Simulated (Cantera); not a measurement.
An isothermal, constant-pressure homogeneous reactor starts with C₂H₆ : H₂ = 1 : 3.7 (molar parts), at 1173 K and 1.01 bar. Integrator tolerance rtol = 1e-08.

Computed with Cantera and GRI-Mech 3.0 (53 species, 325 reactions). GRI-Mech 3.0 stops at C3 and has no aromatics, soot or wall deposition, so with more carbon than oxygen in the feed, carbon stays in small species such as C2H2 where larger ones or solid carbon would form.

| quantity | before | after |
|---|---|---|
| x(C₂H₆) at 2.00 s | 0.0118 (gas-phase equilibrium 0.000199) | 0.00653 (gas-phase equilibrium 4.43e-5) |
| x(H₂) at 2.00 s | 0.712 (gas-phase equilibrium 0.577) | 0.828 (gas-phase equilibrium 0.771) |
| x(C₂H₄) at 2.00 s | 0.0802 (gas-phase equilibrium 0.00161) | 0.0383 (gas-phase equilibrium 0.000269) |
| x(C₂H₂) at 2.00 s | 0.00635 (gas-phase equilibrium 0.000149) | 0.00265 (gas-phase equilibrium 1.86e-5) |
| x(CH₄) at 2.00 s | 0.189 (gas-phase equilibrium 0.421) | 0.125 (gas-phase equilibrium 0.229) |
| x(CH₂) at 2.00 s | 3.44e-12 (gas-phase equilibrium <1e-12) | 2.32e-12 (gas-phase equilibrium <1e-12) |
| x(C₂H) at 2.00 s | 1.22e-12 (gas-phase equilibrium <1e-12) | <1e-12 (gas-phase equilibrium <1e-12) |

**Question.** Name the change that produced these shifts.
A. H2 3.7 to 7.7 parts
B. C2H6 1 to 0.16 parts
C. temperature 1173 to 1950 K
D. pressure from 1.01 bar to 0.133 bar

**Answer.** A, H2 3.7 to 7.7 parts
